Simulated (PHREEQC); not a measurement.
A PHREEQC input (ion-association model, wateq4f.dat):

```
SOLUTION 1
  temp 25
  units mg/kgw
  pH 6.55 charge
  pe 9
  Na 0.0155
  K 0.0035
  Ca 0.0204
  Mg 0.00615
  Cl 0.0403
  S(6) 0.0338 as SO4
  Alkalinity 0.0236 as HCO3
  Cu(2) 0.000262
  Ni 3.01e-05
END
USE solution 1
EQUILIBRIUM_PHASES 1
  Quartz 0 0.5
  CO2(g) -3.4 10
END
```

It stops with these messages:

```
ERROR: pH adustment cannot attain charge balance when alkalinity is fixed.
ERROR: Program terminating due to input errors.
```

The fault: pH asked from the charge balance while alkalinity is fixed. The line should read `pH 6.55` where the input has `pH 6.55 charge`. With the mend the run ends at pH 5.64 and ionic strength 5.66e-6 mol/kgw.
